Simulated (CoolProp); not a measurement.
The numbers come from the reference Helmholtz-energy equation of state, de Reuck 1990 in CoolProp.

### Question
For fluorine, give the phase and the speed of sound (m/s), Joule-Thomson coefficient (K/MPa) at 300 K and 0.199 MPa; 300 K and 7.76 MPa.

### Answer
- 300 K and 0.199 MPa: gas; speed of sound 299, Joule-Thomson coefficient 1.88
- 300 K and 7.76 MPa: supercritical; speed of sound 304, Joule-Thomson coefficient 1.53
